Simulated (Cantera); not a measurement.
An isothermal, constant-pressure homogeneous reactor starts with 0.540 % CO, 2.90 % O2, 0.0492 % H2O, 96.5 % N2, at 950 K and 140000 Pa.

Detailed kinetics in Cantera: GRI-Mech 3.0 (53 species, 325 reactions).

**Question.** Predict: x(CO) at 10.0 s; x(O2) at 10.0 s; x(H2O) at 10.0 s; x(N2O) at 10.0 s; x(H2O2) at 10.0 s; x(O) at 10.0 s.

**Answer.** 
```json
{
 "x(CO) at 10.0 s": "0.00470 (gas-phase equilibrium <1e-12)",
 "x(O2) at 10.0 s": "0.0286 (gas-phase equilibrium 0.0263)",
 "x(H2O) at 10.0 s": "0.000491 (gas-phase equilibrium 0.000494)",
 "x(N2O) at 10.0 s": "5.90e-8 (gas-phase equilibrium 7.87e-10)",
 "x(H2O2) at 10.0 s": "9.28e-8 (gas-phase equilibrium <1e-12)",
 "x(O) at 10.0 s": "4.10e-8 (gas-phase equilibrium 4.39e-12)"
}
```
